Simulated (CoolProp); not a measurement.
Values from CoolProp's reference Helmholtz-energy equation of state, Schmidt 1985. Above 300 K oxygen's equation is extrapolated.

Q: For oxygen, give the phase and the viscosity (µPa s), conductivity (mW/(m K)) at 587.35 °C and 0.201 MPa; -20.65 °C and 13.3 MPa.

A: 
- 587.35 °C and 0.201 MPa: gas; viscosity 44.5, conductivity 63.6
- -20.65 °C and 13.3 MPa: supercritical; viscosity 22.9, conductivity 32.6

Viscosity comes from a separate model (Lemmon 2004). Thermal conductivity comes from a separate model (Lemmon 2004).
